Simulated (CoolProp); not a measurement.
Vapour pressure (kPa) of C2F6 (R116): the reference equation beside estimates from Tc = 19.9 °C, pc = 3048 kPa, ω = 0.257. Clausius-Clapeyron is anchored at -56.05 °C with a constant enthalpy of vaporisation of 14.71 kJ/mol.

Values from CoolProp's reference Helmholtz-energy equation of state, Lemmon 2006. It is a short technical equation, of lower accuracy than the large ones.

| T (°C) | reference | Lee-Kesler | Clausius-Clapeyron | van der Waals | Redlich-Kwong | Soave-Redlich-Kwong | Peng-Robinson |
|---|---|---|---|---|---|---|---|
| -89.75 | 51.68 | 50.97 | 64.66 | 336.4 | 95.93 | 51.21 | 51.90 |
| -78.45 | 99.39 | 98.83 | 113.2 | 465.7 | 168.9 | 98.91 | 99.25 |
| -67.25 | 175.2 | 175.3 | 185.6 | 622.8 | 275.1 | 175.1 | 174.5 |
| -56.05 | 289.1 | 290.2 | 289.1 | 811.1 | 422.7 | 290.3 | 287.7 |
| -44.75 | 453.5 | 455.9 | 432.7 | 1035 | 621.0 | 457.2 | 451.9 |
| -33.55 | 677.2 | 680.7 | 621.5 | 1292 | 873.7 | 685.2 | 676.3 |
| -22.25 | 977.1 | 981.2 | 866.8 | 1588 | 1192 | 991.5 | 978.6 |
| -11.05 | 1362 | 1366 | 1172 | 1920 | 1577 | 1384 | 1368 |

Absolute difference from the reference over all 8 rows, mean and median: Lee-Kesler 0.5 and 0.5 %, Clausius-Clapeyron 10.4 and 9.8 %, van der Waals 209.8 and 154.4 %, Redlich-Kwong 45.3 and 41.6 %, Soave-Redlich-Kwong 0.9 and 0.9 %, Peng-Robinson 0.3 and 0.4 %.
